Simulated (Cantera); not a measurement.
A closed system holds: 1 mol CH₃Cl, 1.4 mol F₂, equilibrated at 1050 K and 0.0790 bar.

Equilibrium computed with Cantera from the NASA thermochemical tables; the gas is ideal and each condensed phase is pure. Candidate condensed phases: C, C₆H₆, C₇H₈, C₈H₁₈; 118 gas species. Gases not in the tables: C₂F₆ and larger saturated fluorocarbons. The numbers say what is thermodynamically allowed, not how fast it happens.

Base state: HF 0.635, HCl 0.300, CF₄ 0.0589, Cl₂ 0.00510, CClF₃ 0.000780, Cl 0.000201, CCl₂F₂ 1.24e-5 (mole fractions); condensed: C(graphite).

### Question
What changes in the equilibrium state with this change: CH₃Cl replaced by CH₂F₂?

### Answer
```tsv
species	before	after
HF	0.635	0.741
CF₄	0.0589	0.259
HCl	0.300	0
Cl₂	0.00510	0
CClF₃	0.000780	0
Cl	0.000201	0
C(graphite), mol	0.808	0.300
```
